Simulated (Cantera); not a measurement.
A perfectly stirred reactor is fed with CH₄ : CO : O₂ : N₂ = 1 : 0.044 : 1.26 : 4.75 (molar parts), equivalence ratio 1.6, at 101000 Pa; it is adiabatic with a 700 K inlet, and is followed from long to short residence time, starting on the burning branch (τ in s: 0.02, 0.011, 0.0062, 0.0034, 0.0019, 0.0011, 0.00058, 0.00032, 0.00018, 0.0001, 5.5e-05, 3.1e-05, 1.7e-05).

Computed with Cantera and GRI-Mech 3.0 (53 species, 325 reactions).

Q: Predict: blow-out, bracketed by the residence times tried; x(CH₄) at τ = 20.0 ms; x(CO) at τ = 20.0 ms; x(O₂) at τ = 20.0 ms; x(C₂H₂) at τ = 20.0 ms; x(HCO) at τ = 20.0 ms; x(CH₄) at τ = 0.580 ms; x(CO) at τ = 0.580 ms; x(O₂) at τ = 0.580 ms; x(C₂H₂) at τ = 0.580 ms; x(HCO) at τ = 0.580 ms.

A: 
- blow-out, bracketed by the residence times tried = burning at 0.320 ms, out at 0.180 ms
- x(CH₄) at τ = 20.0 ms = 0.000606
- x(CO) at τ = 20.0 ms = 0.0987
- x(O₂) at τ = 20.0 ms = 0.000276
- x(C₂H₂) at τ = 20.0 ms = 0.000176
- x(HCO) at τ = 20.0 ms = 2.92e-7
- x(CH₄) at τ = 0.580 ms = 0.00371
- x(CO) at τ = 0.580 ms = 0.0930
- x(O₂) at τ = 0.580 ms = 0.00550
- x(C₂H₂) at τ = 0.580 ms = 0.00221
- x(HCO) at τ = 0.580 ms = 5.50e-6
